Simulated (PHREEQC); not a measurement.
Consider water at 55 °C with 0.089 mol/kgw H3PO4, 0.0021 mol/kgw K2HPO4 and 0.00064 mol/kgw KCl. Closed to the air; pH follows from the charge balance.

All values are PHREEQC results (ion-association model, phreeqc.dat), not measurements.

Precipitation was switched off in this run.

### Question
Predict the pH, specific conductance.

### Answer
pH 1.78; specific conductance 12400 µS/cm.

### Question
In which forms is P present?

### Answer
H3PO4 74 %, H2PO4- 26 % of the P.

At this temperature some constants are extrapolated from 25 °C, and those without enthalpy data are left unchanged.
